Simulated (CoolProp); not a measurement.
R1132(E) along the isobar 6.5 MPa: fugacity coefficient from the reference equation and from simpler models built on Tc = 348.8 K, pc = 5.174 MPa, ω = 0.245; each cubic takes its own stable root.

Model: reference Helmholtz-energy equation of state, Akasaka 2024, in CoolProp.

```json
[
 {"T (K)": "263.6", "phase": "liquid", "reference": "0.09760"},
 {"T (K)": "272.9", "phase": "liquid", "reference": "0.1279"},
 {"T (K)": "282.2", "phase": "liquid", "reference": "0.1635"},
 {"T (K)": "291.5", "phase": "liquid", "reference": "0.2044"},
 {"T (K)": "300.9", "phase": "liquid", "reference": "0.2510"},
 {"T (K)": "310.2", "phase": "liquid", "reference": "0.3019"},
 {"T (K)": "319.5", "phase": "liquid", "reference": "0.3570"},
 {"T (K)": "328.8", "phase": "liquid", "reference": "0.4156"},
 {"T (K)": "338.2", "phase": "liquid", "reference": "0.4771"}
]
```

### Question
How far does each simpler model (Redlich-Kwong, Soave-Redlich-Kwong, Peng-Robinson) lie from the reference over these 9 states: mean and median of the absolute difference, and the worst?

### Answer
- Redlich-Kwong: mean 20.4 %, median 19.0 %, worst +39.3 % at 263.6 K and 6.5 MPa
- Soave-Redlich-Kwong: mean 3.7 %, median 3.8 %, worst +4.0 % at 310.2 K and 6.5 MPa
- Peng-Robinson: mean 0.3 %, median 0.3 %, worst -0.8 % at 338.2 K and 6.5 MPa
